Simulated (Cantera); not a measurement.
**Zr + O₂ + H₂ (tantalum, niobium, vanadium and zirconium in process gases)**

Charge: 1 mol Zr, 0.46 mol O₂, 7.3 mol H₂, equilibrated at 62.0 mbar.

Cantera equilibrium calculation (NASA polynomials, part measured and part estimated; ideal gas, pure solids and liquids). Candidate condensed phases: H₂O, Zr, ZrO₂; 12 gas species. Mutual solubility and eutectic melting of coexisting phases are not modelled. Condensed phases not in the tables: N, O or C dissolved in the metal. The numbers say what is thermodynamically allowed, not how fast it happens.

From 1425 K to 1475 K the condensed part is Zr(β) + ZrO₂(monoclinic). From 1525 K to 1875 K the condensed part is Zr(β) + ZrO₂(tetragonal).

```
T (K)   x H₂       x H     x H₂O     x ZrO  n Zr(β)  n ZrO₂(monoclinic)  n ZrO₂(tetragonal)
-----  -----  --------  --------  --------  -------  ------------------  ------------------
1425   1.000   2.74e-5  9.28e-10    <1e-12    0.540               0.460                   0
1475   1.000   5.21e-5   2.16e-9  1.54e-12    0.540               0.460                   0
1525   1.000   9.50e-5   4.70e-9  8.06e-12    0.540                   0               0.460
1575   1.000  0.000167   9.73e-9  3.80e-11    0.540                   0               0.460
1625   1.000  0.000283   1.92e-8  1.62e-10    0.540                   0               0.460
1675   1.000  0.000466   3.65e-8  6.35e-10    0.540                   0               0.460
1725   0.999  0.000746   6.68e-8   2.29e-9    0.540                   0               0.460
1775   0.999   0.00116   1.18e-7   7.70e-9    0.540                   0               0.460
1825   0.998   0.00177   2.02e-7   2.42e-8    0.540                   0               0.460
1875   0.997   0.00263   3.35e-7   7.12e-8    0.540                   0               0.460
```
x: gas mole fraction; n: condensed amount in mol.
